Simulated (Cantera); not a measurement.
A closed system holds: 1 mol PbO, 0.1 mol CO, 6 mol N₂, 0.11 mol O₂, equilibrated at 1.30 bar.

Cantera equilibrium calculation (NASA polynomials, part measured and part estimated; ideal gas, pure solids and liquids). Candidate condensed phases: C, Pb, PbO, PbO₂, Pb₃O₄; 27 gas species. Gases not in the tables: (PbO)n polymers. Kinetics and transport are ignored.

log p: log10 of the partial pressure in bar; n: condensed amount in mol.

| T (K) | log p N₂ | log p PbO | log p CO₂ | log p O₂ | log p Pb | n PbO(yellow) | n PbO(l) |
|---|---|---|---|---|---|---|---|
| 1023 | 0.10 | -6.19 | -1.68 | -1.90 | -9.60 | 1.000 | 0 |
| 1073 | 0.10 | -5.54 | -1.68 | -1.90 | -8.64 | 1.000 | 0 |
| 1123 | 0.10 | -4.94 | -1.68 | -1.90 | -7.77 | 1.000 | 0 |
| 1173 | 0.10 | -4.41 | -1.68 | -1.90 | -7.00 | 0 | 1.000 |
| 1223 | 0.10 | -3.96 | -1.68 | -1.90 | -6.32 | 0 | 0.999 |
| 1273 | 0.10 | -3.55 | -1.68 | -1.90 | -5.69 | 0 | 0.999 |
| 1323 | 0.10 | ___ | -1.68 | -1.90 | ___ | 0 | 0.997 |
| 1373 | 0.10 | -2.83 | -1.68 | -1.90 | -4.59 | 0 | 0.993 |
| 1423 | 0.10 | ___ | -1.68 | -1.90 | ___ | 0 | 0.985 |
| 1473 | 0.10 | -2.21 | -1.68 | -1.90 | -3.64 | 0 | 0.969 |
| 1523 | 0.10 | -1.93 | -1.68 | -1.90 | -3.22 | 0 | 0.941 |
| 1573 | 0.09 | -1.67 | -1.68 | -1.89 | -2.83 | 0 | 0.890 |
| 1623 | 0.09 | -1.43 | -1.69 | -1.87 | -2.47 | 0 | 0.801 |
| 1673 | 0.08 | -1.21 | -1.70 | -1.82 | -2.14 | 0 | 0.651 |

Problem. What belongs in the gaps?

Solution. 
- 1423, log p PbO: -2.51
- 1423, log p Pb: -4.10
- 1323, log p PbO: -3.18
- 1323, log p Pb: -5.12
